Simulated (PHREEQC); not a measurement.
## Acid rinse or clean (model solution)

Consider water at 55 °C with 0.2 mol/kgw HCl, 0.00056 mol/kgw AlCl3 and 0.02 mol/kgw CuCl2. Closed to the air; pH follows from the charge balance.

Computed with PHREEQC (ion-association model, wateq4f.dat).

Each row changes one thing in this solution. Precipitation was switched off in this run.

```json
[
 {"case": "as made", "pH": "0.81", "ionic strength (mol/kgw)": "0.246", "Cl- (mol/kgw)": "0.233", "Cu+2 (mol/kgw)": "0.0115", "CuCl+ (mol/kgw)": "0.00787", "CuCl2 (mol/kgw)": "0.000588", "SI of Tenorite (CuO)": "-7.46", "SI of Cu(OH)2 (Cu(OH)2)": "-8.49"},
 {"case": "temperature from 55 to 15 °C", "pH": "0.80", "ionic strength (mol/kgw)": "0.259", "Cl- (mol/kgw)": "0.239", "Cu+2 (mol/kgw)": "0.0178", "CuCl+ (mol/kgw)": "0.00211", "CuCl2 (mol/kgw)": "0.000112", "SI of Tenorite (CuO)": "-8.67", "SI of Cu(OH)2 (Cu(OH)2)": "-9.69"},
 {"case": "AlCl3 left out", "pH": "0.81", "ionic strength (mol/kgw)": "0.242", "Cl- (mol/kgw)": "0.231", "Cu+2 (mol/kgw)": "0.0116", "CuCl+ (mol/kgw)": "0.00786", "CuCl2 (mol/kgw)": "0.000585", "SI of Tenorite (CuO)": "-7.46", "SI of Cu(OH)2 (Cu(OH)2)": "-8.49"},
 {"case": "0.033 mol/kgw H2SO4 added", "pH": "0.74", "ionic strength (mol/kgw)": "0.283", "Cl- (mol/kgw)": "0.233", "Cu+2 (mol/kgw)": "0.0115", "CuCl+ (mol/kgw)": "0.00753", "CuCl2 (mol/kgw)": "0.000540", "SI of Tenorite (CuO)": "-7.62", "SI of Cu(OH)2 (Cu(OH)2)": "-8.65"},
 {"case": "diluted 5-fold with water", "pH": "1.47", "ionic strength (mol/kgw)": "0.0512", "Cl- (mol/kgw)": "…", "Cu+2 (mol/kgw)": "0.00326", "CuCl+ (mol/kgw)": "…", "CuCl2 (mol/kgw)": "1.59e-5", "SI of Tenorite (CuO)": "-6.48", "SI of Cu(OH)2 (Cu(OH)2)": "-7.50"},
 {"case": "diluted 100-fold with water", "pH": "2.72", "ionic strength (mol/kgw)": "0.00263", "Cl- (mol/kgw)": "0.00241", "Cu+2 (mol/kgw)": "0.000196", "CuCl+ (mol/kgw)": "3.84e-6", "CuCl2 (mol/kgw)": "5.92e-9", "SI of Tenorite (CuO)": "-4.96", "SI of Cu(OH)2 (Cu(OH)2)": "-5.98"},
 {"case": "AlCl3 from 0.00056 to 0.0056 mol/kgw", "pH": "0.81", "ionic strength (mol/kgw)": "0.276", "Cl- (mol/kgw)": "0.248", "Cu+2 (mol/kgw)": "0.0114", "CuCl+ (mol/kgw)": "0.00798", "CuCl2 (mol/kgw)": "0.000614", "SI of Tenorite (CuO)": "-7.48", "SI of Cu(OH)2 (Cu(OH)2)": "-8.50"}
]
```

### Question
What belongs in the gaps?

### Answer

- diluted 5-fold with water, Cl- (mol/kgw): 0.0476
- diluted 5-fold with water, CuCl+ (mol/kgw): 0.000727

Away from 25 °C the constants follow the database's enthalpies or fits; those with neither stay at their 25 °C values.
